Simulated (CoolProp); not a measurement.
The fluid at 406.71 K and 1.15 MPa is throttled through a valve to 0.242 MPa with no heat exchange. The same conditions are run with several fluids, on thermodynamics alone (safety and materials aside).

Values from CoolProp's reference Helmholtz-energy equation of state of each fluid (CH2F2 (R32): Tillner-Roth 1997; R410A: Lemmon 2003; nitrous oxide: Lemmon 2006; neopentane: Lemmon 2006; vinyl chloride: Thol 2022). Blends and air are pseudo-pure fits.

```tsv
fluid	temperature change (K)	final density (kg/m³)
CH2F2 (R32)	-8.8	3.85
R410A	-6.9	5.34
nitrous oxide	-5.0	3.20
neopentane	-9.8	5.48
vinyl chloride	-10.9	4.68
```
